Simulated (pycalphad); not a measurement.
An equivalent pycalphad script:

```python
from pycalphad import Database, equilibrium, calculate, variables as v
import numpy as np
db = Database('COST507.tdb')
comps = ['AL', 'SI', 'VA']
phases = ['DIAMOND_A4', 'FCC_A1', 'LIQUID']
eq = equilibrium(db, comps, phases, {v.X('SI'): 0.757, v.T: np.arange(2350, 499, -40), v.P: 101325, v.N: 1}, output=['HM', 'SM'])
```

All values are pycalphad results on the COST 507 light-alloy database (1999) (1 atm), not direct measurements. These are 1990s assessments: newer ones move some temperatures and phases. Phase fractions are per mole of atoms.

Results at three of the temperatures:

```
T = 2270.00 K, P = 101325 Pa, N = 1 mol of atoms
G = -144478 J/mol, H = 92971 J/mol, S = 104.60 J/(mol K)  (SER reference)
chemical potentials (J/mol): Al -190043, Si -129851
phase             fraction      x(Al)      x(Si)
LIQUID              1.0000     0.2430     0.7570
```

```
T = 990.00 K, P = 101325 Pa, N = 1 mol of atoms
G = -33451 J/mol, H = 22761 J/mol, S = 56.78 J/(mol K)  (SER reference)
chemical potentials (J/mol): Al -44484, Si -29910
phase             fraction      x(Al)      x(Si)
DIAMOND_A4          0.6910   5.94e-06     1.0000
LIQUID              0.3090     0.7864     0.2136
```

```
T = 870.00 K, P = 101325 Pa, N = 1 mol of atoms
G = -26927 J/mol, H = 18267 J/mol, S = 51.95 J/(mol K)  (SER reference)
chemical potentials (J/mol): Al -34612, Si -24461
phase             fraction      x(Al)      x(Si)
DIAMOND_A4          0.7198   1.22e-06     1.0000
LIQUID              0.2802     0.8672     0.1328
```

Changes of the phase set, refined by bisection:

```tsv
T (K)	phases above	phases below
1554.1	LIQUID	DIAMOND_A4 + LIQUID
850.1	DIAMOND_A4 + LIQUID	DIAMOND_A4 + FCC_A1
```

FCC_A1 is fcc; DIAMOND_A4 is diamond (Si).
